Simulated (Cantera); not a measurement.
Feed: 1 mol Si, 1.9 mol HCl, a varied amount of N2, held at 475 K and 1.10e-5 bar.

Method: chemical equilibrium by Gibbs-energy minimisation in Cantera with the NASA 1993 tables (ideal gas, pure condensed phases). Candidate condensed phases: NH4Cl, Si, Si3N4; 28 gas species. N2 is the only nitrogen source here; it is nearly inert below about 1500 K, so the nitride shown seldom forms there in practice. Rates play no part.

x: gas mole fraction; n: condensed amount in mol.

```
n(N2) (mol)   x N2    x H2   x HCl  x SiCl4    x NH3  n Si3N4(s)
-----------  -----  ------  ------  -------  -------  ----------
1.3          0.349   0.263   0.257    0.132  5.22e-7       0.227
3.2          0.629   0.134   0.171   0.0669  2.54e-7       0.237
5.2          0.744  0.0865   0.127   0.0433  1.44e-7       0.242
7.2          0.804  0.0632   0.101   0.0316  9.33e-8       0.245
9.1          0.840  0.0499  0.0855   0.0250  6.70e-8       0.248
11           0.864     ___     ___      ___      ___       0.250
13           0.883  0.0345  0.0653   0.0172  3.94e-8       0.252
15           0.897     ___     ___      ___      ___       0.254
17           0.908  0.0259  0.0529   0.0129  2.60e-8       0.255
19           0.917  0.0229  0.0484   0.0115  2.18e-8       0.256
```

Question: What belongs in the gaps?

Answer: 
- 11, x H2: 0.0411
- 11, x HCl: 0.0742
- 11, x SiCl4: 0.0205
- 11, x NH3: 5.07e-8
- 15, x H2: 0.0296
- 15, x HCl: 0.0584
- 15, x SiCl4: 0.0148
- 15, x NH3: 3.16e-8
